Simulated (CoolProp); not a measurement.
The fluid at 430.86 K and 1.23 MPa flows at 5.9 m/s in a round tube of 12.7 mm bore and 45 µm roughness, fully developed (64/Re and Nu = 3.66 if laminar; Colebrook and Gnielinski if turbulent). The same conditions are run with several fluids, on thermodynamics alone (safety and materials aside).

Model: reference Helmholtz-energy equation of state of each fluid (propylene: Lemmon 2013; R404A: Lemmon 2003; nitrogen: Span 2000; R124: de Vries 1995; carbon dioxide: Span 1996), in CoolProp. Blends and air are pseudo-pure fits.

Question: Rank propylene, R404A, nitrogen, R124, carbon dioxide by Reynolds number, highest first.

Answer: R124 (206000), R404A (151000), propylene (90500), carbon dioxide (54400), nitrogen (30500)

```csv
fluid,Darcy friction factor,pressure drop (Pa/m),heat-transfer coefficient (W/(m² K)),mass flow (kg/h)
propylene,0.0287,602,768,41.2
R404A,0.0282,1370,910,95.4
nitrogen,0.0309,405,266,25.8
R124,0.0280,1980,1200,139
carbon dioxide,0.0295,621,374,41.4
```

Transport values come from each fluid's own correlations; those of propylene, R124 are estimates that may be off by 10 % or more.
